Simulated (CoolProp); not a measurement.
The fluid at 495 K and 2.52 MPa flows at 1.6 m/s in a round tube of 100 mm bore and 45 µm roughness, fully developed (64/Re and Nu = 3.66 if laminar; Colebrook and Gnielinski if turbulent). The same conditions are run with several fluids, on thermodynamics alone (safety and materials aside).

Computed with CoolProp (reference Helmholtz-energy equation of state of each fluid (CF4 (R14): Platzer 1990; c-C4F8 (RC318): Platzer 1990; isobutane: Bücker 2006; propane: Lemmon 2009; nitrogen: Span 2000)). The equations of Platzer and Polt are older, rougher fits.

### Question
Rank CF4 (R14), c-C4F8 (RC318), isobutane, propane, nitrogen by Reynolds number, highest first.

### Answer
c-C4F8 (RC318) (1040000), isobutane (501000), propane (338000), CF4 (R14) (325000), nitrogen (104000)

| fluid | Darcy friction factor | pressure drop (Pa/m) | heat-transfer coefficient (W/(m² K)) | mass flow (kg/h) |
|---|---|---|---|---|
| CF4 (R14) | 0.0178 | 12.3 | 195 | 2430 |
| c-C4F8 (RC318) | 0.0168 | 30.1 | 550 | 6330 |
| isobutane | 0.0173 | 9.07 | 422 | 1850 |
| propane | 0.0178 | 6.65 | 305 | 1320 |
| nitrogen | 0.0200 | 4.35 | 82.6 | 768 |

Transport values come from each fluid's own correlations; those of CF4 (R14), c-C4F8 (RC318) are estimates that may be off by 10 % or more.
